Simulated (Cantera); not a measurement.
A closed system holds: 1 mol MgSO₄, 1.5 mol C, 2.5 mol O₂, at 1498.15 K and 0.133 bar.

Equilibrium computed with Cantera from the NASA thermochemical tables; the gas is ideal and each condensed phase is pure. Candidate condensed phases: C, Mg, MgCO₃, MgO, MgS, MgSO₄, S; 26 gas species. The numbers say what is thermodynamically allowed, not how fast it happens.

Base state: CO₂ 0.375, O₂ 0.374, SO₂ 0.248, SO₃ 0.00209 (mole fractions); condensed: MgO(s).

Question: What changes in the equilibrium state with this change: pressure from 0.133 bar to 15.0 mbar?

Answer: 
```json
[
 {"species": "CO₂", "before": "0.375", "after": "0.375"},
 {"species": "O₂", "before": "0.374", "after": "0.375"},
 {"species": "SO₂", "before": "0.248", "after": "0.249"},
 {"species": "SO₃", "before": "0.00209", "after": "0.000705"},
 {"species": "O", "before": "6.63e-6", "after": "1.98e-5"},
 {"species": "CO", "before": "8.00e-6", "after": "2.38e-5"},
 {"species": "MgO(s), mol", "before": "1.00", "after": "1.00"}
]
```

Question: What changes in the equilibrium state with this change: C from 1.5 to 0.78 mol?

Answer: 
```json
[
 {"species": "O₂", "before": "0.374", "after": "0.554"},
 {"species": "SO₂", "before": "0.248", "after": "0.248"},
 {"species": "CO₂", "before": "0.375", "after": "0.195"},
 {"species": "SO₃", "before": "0.00209", "after": "0.00254"},
 {"species": "MgO(s), mol", "before": "1.00", "after": "1.00"}
]
```

Question: What changes in the equilibrium state with this change: pressure from 0.133 bar to 29.0 mbar?

Answer: 
```
species       before     after
-----------  -------  --------
CO₂            0.375     0.375
O₂             0.374     0.375
SO₂            0.248     0.249
SO₃          0.00209  0.000980
O            6.63e-6   1.42e-5
CO           8.00e-6   1.71e-5
MgO(s), mol     1.00      1.00
```
